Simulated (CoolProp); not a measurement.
A simple Rankine cycle with water: condensing at 321.15 K, boiler at 0.724 MPa, turbine inlet 589.5 K, turbine efficiency 0.85, pump efficiency 0.7, no recuperator. Each further row changes one setting.

Computed with CoolProp (reference Helmholtz-energy equation of state, Wagner 2002).

```
case                             thermal efficiency (%)  net work (kJ/kg)  heat in (kJ/kg)  turbine exit temperature (K)  volume ratio over the turbine
-------------------------------  ----------------------  ----------------  ---------------  ----------------------------  -----------------------------
as stated                                          22.1               638             2890                         321.1                           33.7
turbine inlet 609.5 K                              22.3                 ?                ?                         321.1                           32.9
condensing temperature 313.15 K                       ?                 ?             2920                         313.1                              ?
boiler pressure 0.507 MPa                          20.6               596             2900                         321.1                           24.0
turbine efficiency 0.75                            19.5                 ?             2890                         321.1                              ?
```

Question: Complete the blanks.

Answer: 
- turbine inlet 609.5 K, net work (kJ/kg): 655
- turbine inlet 609.5 K, heat in (kJ/kg): 2930
- condensing temperature 313.15 K, thermal efficiency (%): 23.4
- condensing temperature 313.15 K, net work (kJ/kg): 684
- condensing temperature 313.15 K, volume ratio over the turbine: 49.1
- turbine efficiency 0.75, net work (kJ/kg): 563
- turbine efficiency 0.75, volume ratio over the turbine: 34.8

The expansion ends wet for: as stated; turbine inlet 609.5 K; condensing temperature 313.15 K; boiler pressure 0.507 MPa; turbine efficiency 0.75.
